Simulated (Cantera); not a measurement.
**Adiabatic ignition**

An adiabatic, constant-volume homogeneous reactor starts with CH4 : CO : O2 : N2 = 1 : 0.086 : 1.86 : 6.98 (molar parts), at 950 K and 6.02 atm.

Computed with Cantera and GRI-Mech 3.0 (53 species, 325 reactions). Below about 1000 K GRI-Mech 3.0 lacks low-temperature oxidation paths.

```json
[
 {"t (s)": "2.00e-6", "T (K)": "950", "P (bar)": "6.10", "x CH4": "0.101", "x CO": "0.00866", "x O2": "0.187", "x HO2": "2.60e-11", "x CH2O": "<1e-12", "x HCO": "<1e-12"},
 {"t (s)": "5.52e-6", "T (K)": "950", "P (bar)": "6.10", "x CH4": "0.101", "x CO": "0.00866", "x O2": "0.187", "x HO2": "7.19e-11", "x CH2O": "<1e-12", "x HCO": "<1e-12"},
 {"t (s)": "1.53e-5", "T (K)": "950", "P (bar)": "6.10", "x CH4": "0.101", "x CO": "0.00866", "x O2": "0.187", "x HO2": "1.98e-10", "x CH2O": "1.67e-12", "x HCO": "<1e-12"},
 {"t (s)": "4.21e-5", "T (K)": "950", "P (bar)": "6.10", "x CH4": "0.101", "x CO": "0.00866", "x O2": "0.187", "x HO2": "5.43e-10", "x CH2O": "1.31e-11", "x HCO": "<1e-12"},
 {"t (s)": "0.000116", "T (K)": "950", "P (bar)": "6.10", "x CH4": "0.101", "x CO": "0.00866", "x O2": "0.187", "x HO2": "1.47e-9", "x CH2O": "1.01e-10", "x HCO": "<1e-12"},
 {"t (s)": "0.000321", "T (K)": "950", "P (bar)": "6.10", "x CH4": "0.101", "x CO": "0.00866", "x O2": "0.187", "x HO2": "3.87e-9", "x CH2O": "7.96e-10", "x HCO": "<1e-12"},
 {"t (s)": "0.000887", "T (K)": "950", "P (bar)": "6.10", "x CH4": "0.101", "x CO": "0.00866", "x O2": "0.187", "x HO2": "9.39e-9", "x CH2O": "6.61e-9", "x HCO": "<1e-12"},
 {"t (s)": "0.00245", "T (K)": "950", "P (bar)": "6.10", "x CH4": "0.101", "x CO": "0.00866", "x O2": "0.187", "x HO2": "1.93e-8", "x CH2O": "5.84e-8", "x HCO": "<1e-12"},
 {"t (s)": "0.00676", "T (K)": "950", "P (bar)": "6.10", "x CH4": "0.101", "x CO": "0.00866", "x O2": "0.187", "x HO2": "3.15e-8", "x CH2O": "4.68e-7", "x HCO": "<1e-12"},
 {"t (s)": "0.0187", "T (K)": "950", "P (bar)": "6.10", "x CH4": "0.101", "x CO": "0.00866", "x O2": "0.187", "x HO2": "4.22e-8", "x CH2O": "2.29e-6", "x HCO": "<1e-12"},
 {"t (s)": "0.0516", "T (K)": "950", "P (bar)": "6.10", "x CH4": "0.101", "x CO": "0.00866", "x O2": "0.187", "x HO2": "6.59e-8", "x CH2O": "8.34e-6", "x HCO": "<1e-12"},
 {"t (s)": "0.142", "T (K)": "950", "P (bar)": "6.10", "x CH4": "0.101", "x CO": "0.00866", "x O2": "0.187", "x HO2": "1.59e-7", "x CH2O": "3.19e-5", "x HCO": "<1e-12"},
 {"t (s)": "0.393", "T (K)": "956", "P (bar)": "6.14", "x CH4": "0.100", "x CO": "0.00871", "x O2": "0.187", "x HO2": "1.31e-6", "x CH2O": "0.000277", "x HCO": "9.73e-12"},
 {"t (s)": "1.09", "T (K)": "2900", "P (bar)": "19.2", "x CH4": "<1e-12", "x CO": "0.0429", "x O2": "0.00588", "x HO2": "6.59e-6", "x CH2O": "5.42e-9", "x HCO": "2.36e-7"},
 {"t (s)": "3.00", "T (K)": "2900", "P (bar)": "19.2", "x CH4": "<1e-12", "x CO": "0.0429", "x O2": "0.00588", "x HO2": "6.59e-6", "x CH2O": "5.42e-9", "x HCO": "2.36e-7"}
]
```
x: mole fraction; the columns are a selection and need not sum to one.

* **time of steepest temperature rise**: 0.495 s
* **temperature at 3.00 s**: 2900 K
* **equilibrium temperature**: 2900 K
* **x(CH4) at 3.00 s**: <1e-12 (gas-phase equilibrium <1e-12)
* **x(CO) at 3.00 s**: 0.0429 (gas-phase equilibrium 0.0429)
* **x(O2) at 3.00 s**: 0.00588 (gas-phase equilibrium 0.00588)
